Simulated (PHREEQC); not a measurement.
KOH is added in steps, without added water, to 1 kg of water holding 0.00016 mol Ag2SO4, 7.1e-05 mol NaCl and 7.9e-05 mol Cu(NO3)2, at 25 °C. Oxygen is held at 0.21 atm. The system is closed to CO2. Nothing may precipitate in this run.

Base run: PHREEQC, ion-association model, wateq4f.dat. Each further column changes one thing. The table gives Cu+2 (mol/kgw).

```tsv
KOH added (mol)	base	NaCl from 7.1e-05 to 0.00071 mol/kgw	NaCl from 7.1e-05 to 0.000355 mol/kgw	diluted 2-fold with water	solids may form
0	7.59e-5	7.60e-5	7.60e-5	3.82e-5	7.59e-5
3.9e-05	5.51e-5	5.51e-5	5.51e-5	1.84e-5	5.14e-5
9.1e-05	2.90e-5	2.90e-5	2.90e-5	1.54e-9	1.82e-5
0.00013	1.14e-5	1.14e-5	1.14e-5	8.59e-11	2.26e-7
0.000169	3.92e-9	4.03e-9	3.96e-9	2.78e-11	4.49e-10
0.000221	1.21e-10	1.24e-10	1.22e-10	1.12e-11	1.38e-11
0.00026	4.65e-11	4.77e-11	4.69e-11	6.95e-12	6.75e-12
0.000299	2.44e-11	2.50e-11	2.46e-11	4.73e-12	5.28e-12
0.000351	1.31e-11	1.34e-11	1.32e-11	3.12e-12	3.74e-12
0.00039	9.11e-12	9.31e-12	9.17e-12	2.39e-12	2.87e-12
0.000429	6.70e-12	6.85e-12	6.75e-12	1.90e-12	2.20e-12
0.000481	4.74e-12	4.84e-12	4.77e-12	1.45e-12	1.55e-12
0.00052	3.79e-12	3.86e-12	3.81e-12	1.21e-12	1.20e-12
```

In at least one series the solution becomes supersaturated in solids that the run did not let form, among them Cu(OH)2, Brochantite, Antlerite, Cerargyrite, Ag2O. The database's constant for dissolved Cu(OH)2 is higher than later reviews accept. Solids allowed in the column 'solids may form': Cu(OH)2, Brochantite, Antlerite, Atacamite, Cu2(OH)3NO3, Cerargyrite, Ag2O, Ag2SO4, Halite, Mirabilite, Chalcanthite.
